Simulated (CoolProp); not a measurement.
Properties of dodecamethylpentasiloxane (MD3M) along the isobar 172 kPa.

Computed with CoolProp (reference Helmholtz-energy equation of state, Thol 2019).

| T (K) | phase | density (kg/m³) | cp (kJ/(kg K)) | isothermal compressibility (1/MPa) |
|---|---|---|---|---|
| 491.1 | liquid | 669.6 | 2.130 | 0.009913 |
| 501.8 | liquid | 656.1 | 2.155 | 0.01156 |
| 512.6 | liquid | 642.0 | 2.181 | 0.01369 |
| 523.3 | liquid | 627.2 | 2.209 | 0.01643 |
| 534 | gas | 17.49 | 1.992 | 6.995 |
| 544.8 | gas | 16.87 | 2.007 | 6.841 |
| 555.5 | gas | 16.32 | 2.022 | 6.719 |
| 566.3 | gas | 15.81 | 2.039 | 6.616 |
| 577 | gas | 15.36 | 2.056 | 6.531 |
| 587.8 | gas | 14.94 | 2.073 | 6.458 |
| 598.5 | gas | 14.55 | 2.090 | 6.396 |
| 609.3 | gas | 14.19 | 2.107 | 6.342 |
| 620 | gas | 13.85 | 2.125 | 6.295 |
